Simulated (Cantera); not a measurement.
A closed system holds: 1 mol Fe3O4, a varied amount of HCl, 1.2 mol N2, at 1325 K and 3.30 bar.

These are equilibrium values from Cantera (NASA tables, ideal gas, pure condensed phases), not measurements of a reactor. Candidate condensed phases: Fe, FeCl2, FeCl3, FeO, Fe(OH)2, Fe(OH)3, Fe2O3, Fe3O4, H2O, NH4Cl; 37 gas species. Mutual solubility and eutectic melting of coexisting phases are not modelled. Equilibrium is a limit: real reactors are often held back by kinetics, nucleation or transport.

log p: log10 of the partial pressure in bar; n: condensed amount in mol.

```tsv
n(HCl) (mol)	log p N2	log p HCl	log p H2O	log p FeCl2	log p FeCl3	n Fe2O3(s)	n Fe3O4(s)
0.075	0.49	-0.82	-1.65	-1.78	-2.47	?	0.994
0.17	0.46	-0.50	-1.31	-1.48	-2.02	?	0.987
0.27	0.43	-0.34	-1.13	-1.33	-1.79	?	0.980
0.37	0.40	-0.23	-1.02	-1.23	-1.64	?	0.973
0.47	0.38	-0.15	-0.93	-1.16	-1.54	?	0.966
0.57	0.35	-0.10	-0.87	-1.11	-1.46	?	0.960
0.67	0.33	-0.05	-0.82	-1.07	-1.40	?	0.953
0.77	0.31	-0.01	-0.78	-1.03	-1.35	?	0.946
```

**Question.** Some entries are withheld; supply them.

**Answer.** 
- 0.075, n Fe2O3(s): 0.00505
- 0.17, n Fe2O3(s): 0.0105
- 0.27, n Fe2O3(s): 0.0157
- 0.37, n Fe2O3(s): 0.0206
- 0.47, n Fe2O3(s): 0.0253
- 0.57, n Fe2O3(s): 0.0299
- 0.67, n Fe2O3(s): 0.0343
- 0.77, n Fe2O3(s): 0.0386
